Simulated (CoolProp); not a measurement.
A Linde-Hampson liquefier for normal hydrogen: isothermal reversible compression at 280 K from 1 atm to 30 MPa, throttling to 1 atm, return gas leaving the recuperator 10 K below the feed. Each further row changes one setting.

Model: reference Helmholtz-energy equation of state, Leachman 2009, in CoolProp.

| case | compression work (kJ/kg of gas) |
|---|---|
| as stated | 6790 |
| high pressure 60 MPa | 7830 |
| warm-end temperature 310 K | 7500 |
| warm-end gap 15 K | 6790 |
